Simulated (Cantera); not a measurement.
An adiabatic, constant-volume homogeneous reactor starts with CO : H2 : O2 : N2 = 1 : 0.086 : 0.236 : 0.685 (molar parts), equivalence ratio 2.3, at 1500 K and 4.93 atm.

Model: GRI-Mech 3.0 (53 species, 325 reactions), integrated in Cantera. The hydrogen kinetics of GRI-Mech 3.0 are dated; newer H2 mechanisms differ, most at raised pressure. Above 3000 K some thermodynamic fits are extrapolated.

x: mole fraction; the columns are a selection and need not sum to one.

```tsv
t (s)	T (K)	P (bar)	x CO	x H2	x O2	x HO2	x NO2	x CO2
2.00e-6	1500	5.00	0.498	0.0428	0.118	3.95e-6	<1e-12	2.07e-5
6.32e-6	___	6.42	___	___	___	___	___	___
2.00e-5	3100	9.42	0.365	0.00762	0.0127	6.08e-6	5.33e-7	0.182
6.32e-5	3162	9.56	0.362	0.00766	0.00954	5.35e-6	1.83e-6	0.187
0.000200	3153	9.54	0.363	0.00776	0.00892	5.02e-6	2.64e-6	0.187
0.000632	3153	9.53	0.363	0.00776	0.00889	5.01e-6	2.68e-6	0.186
0.00200	3153	9.53	0.363	0.00776	0.00889	5.01e-6	2.68e-6	0.186
0.00632	3153	9.53	0.363	0.00776	0.00889	5.01e-6	2.68e-6	0.186
0.0200	3153	9.53	0.363	0.00776	0.00889	5.01e-6	2.68e-6	0.186
0.0632	3153	9.53	0.363	0.00776	0.00889	5.01e-6	2.68e-6	0.186
0.200	3153	9.53	0.363	0.00776	0.00889	5.01e-6	2.68e-6	0.186
```

**Question.** Fill in the missing entries.

**Answer.** 
- 6.32e-6, T (K): 1969
- 6.32e-6, x CO: 0.434
- 6.32e-6, x H2: 0.00540
- 6.32e-6, x O2: 0.0531
- 6.32e-6, x HO2: 5.02e-5
- 6.32e-6, x NO2: 1.39e-8
- 6.32e-6, x CO2: 0.0753
